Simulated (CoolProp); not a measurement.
A single-stage vapour-compression cycle with R236FA: evaporating at 265.15 K (dew point), condensing at 311.15 K (bubble point), superheat 8 K, subcooling 5 K, compressor efficiency 0.65, no pressure losses. Each further row changes one setting.

Computed with CoolProp (reference Helmholtz-energy equation of state, Pan 2012).

```json
[
 {"case": "as stated", "cooling COP": "3.11", "pressure ratio": "5.37", "discharge temperature (K)": "325.6", "refrigerating effect (kJ/kg)": "119", "volumetric capacity (kJ/m³)": "632"},
 {"case": "evaporating temperature 270.15 K", "cooling COP": "3.65", "pressure ratio": "4.32", "discharge temperature (K)": "324.4", "refrigerating effect (kJ/kg)": "123", "volumetric capacity (kJ/m³)": "798"},
 {"case": "condensing temperature 306.15 K", "cooling COP": "3.60", "pressure ratio": "4.60", "discharge temperature (K)": "320.6", "refrigerating effect (kJ/kg)": "125", "volumetric capacity (kJ/m³)": "666"},
 {"case": "subcooling 10 K", "cooling COP": "3.27", "pressure ratio": "5.37", "discharge temperature (K)": "325.6", "refrigerating effect (kJ/kg)": "125", "volumetric capacity (kJ/m³)": "665"},
 {"case": "superheat 18 K", "cooling COP": "3.18", "pressure ratio": "5.37", "discharge temperature (K)": "336.1", "refrigerating effect (kJ/kg)": "127", "volumetric capacity (kJ/m³)": "648"},
 {"case": "compressor efficiency 0.55", "cooling COP": "2.63", "pressure ratio": "5.37", "discharge temperature (K)": "333.1", "refrigerating effect (kJ/kg)": "119", "volumetric capacity (kJ/m³)": "632"}
]
```
